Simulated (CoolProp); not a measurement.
Vapour-liquid equilibrium of ethane (1) + propane (2) at 269.4 K; x and y are mole fractions of (1).

Model: multi-fluid Helmholtz-energy mixture model, Bücker 2006 and Lemmon 2009; pair parameters Kunz 2012, in CoolProp.

```
x     bubble pressure (bar)  y at the bubble point  dew pressure at overall composition x (bar)  liquid density (mol/L)
----  ---------------------  ---------------------  -------------------------------------------  ----------------------
0.05                  4.958                  0.174                                        4.412                   12.20
0.2                   7.172                  0.488                                        5.089                   12.51
0.35                  9.469                  0.664                                        6.001                   12.81
0.5                   11.92                  0.780                                        7.289                   13.09
0.65                  14.57                  0.864                                        9.235                   13.33
0.8                   17.46                  0.930                                        12.46                   13.52
0.95                  20.64                  0.984                                        18.55                   13.61
```

No azeotrope shows between x = 0.05 and 0.95.

Pair parameters are fitted to limited data, so mixtures are less certain than the pure fluids.
